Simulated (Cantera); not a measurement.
An adiabatic, constant-volume homogeneous reactor starts with CH4 : O2 : N2 = 1.4 : 1.18 : 4.42 (molar parts), at 1075 K and 353 Torr.

Cantera simulation using GRI-Mech 3.0 (53 species, 325 reactions); the numbers are that mechanism's predictions, not measurements.

Q: Predict: time of steepest temperature rise; temperature at 2.00 s; equilibrium temperature; x(O2) at 2.00 s; x(CH2O) at 2.00 s.

A: 
```
Item                                                                 Value
---------------------------------  ---------------------------------------
time of steepest temperature rise                                  0.951 s
temperature at 2.00 s                                               2245 K
equilibrium temperature                                             2245 K
x(O2) at 2.00 s                    3.67e-7 (gas-phase equilibrium 3.67e-7)
x(CH2O) at 2.00 s                  1.63e-8 (gas-phase equilibrium 1.63e-8)
```
